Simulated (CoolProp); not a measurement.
Properties of fluorine along the isotherm 274.5 K.

Model: reference Helmholtz-energy equation of state, de Reuck 1990, in CoolProp.

| p (bar) | phase | cp (kJ/(kg K)) | speed of sound (m/s) | expansivity (1/kK) | fugacity coefficient |
|---|---|---|---|---|---|
| 18.2 | gas | 0.8345 | 286.6 | 3.848 | 0.9885 |
| 36.4 | gas | 0.8581 | 286.9 | 4.052 | 0.9772 |
| 54.5 | supercritical | 0.8826 | 287.8 | 4.244 | 0.9664 |
| 72.7 | supercritical | 0.9081 | 289.6 | 4.424 | 0.9564 |
| 90.9 | supercritical | 0.9344 | 292.1 | 4.590 | 0.9472 |
| 109 | supercritical | 0.9613 | 295.2 | 4.744 | 0.9389 |
| 127 | supercritical | 0.9884 | 298.8 | 4.886 | 0.9315 |
| 145 | supercritical | 1.015 | 302.9 | 5.015 | 0.9249 |
| 164 | supercritical | 1.043 | 307.9 | 5.130 | 0.9188 |
| 182 | supercritical | 1.068 | 313.2 | 5.212 | 0.9136 |
| 200 | supercritical | 1.090 | 319.3 | 5.265 | 0.9092 |
